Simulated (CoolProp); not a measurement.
Vapour-liquid equilibrium of propylene (1) + n-hexane (2) at 315.5 K; x and y are mole fractions of (1).

The numbers come from the multi-fluid Helmholtz-energy mixture model, Lemmon 2013 and Thol 2019; pair parameters Bell 2016 in CoolProp.

```csv
x,bubble pressure (MPa),y at the bubble point,dew pressure at overall composition x (MPa),liquid density (mol/L)
0.05,0.1435,0.717,0.04294,7.568
0.125,0.2707,0.852,0.04665,7.813
0.2,0.3795,0.897,0.05104,8.070
0.275,0.4799,0.921,0.05633,8.342
0.35,0.5789,0.937,0.06283,8.627
0.425,0.6808,0.949,0.07102,8.926
0.5,0.7886,0.959,0.08164,9.238
0.575,0.9043,0.968,0.09599,9.562
0.65,1.029,0.975,0.1164,9.896
0.725,1.163,0.981,0.1478,10.23
0.8,1.307,0.987,0.2022,10.57
0.875,1.460,0.992,0.3174,10.88
0.95,1.622,0.997,0.6865,11.14
```

No azeotrope shows between x = 0.05 and 0.95.

The pair parameters rest on a limited set of measurements; away from them the model extrapolates. The gap from Raoult's law changes sign with composition, which may be real or a fault of the pair parameters; it wasn't checked against measurements.
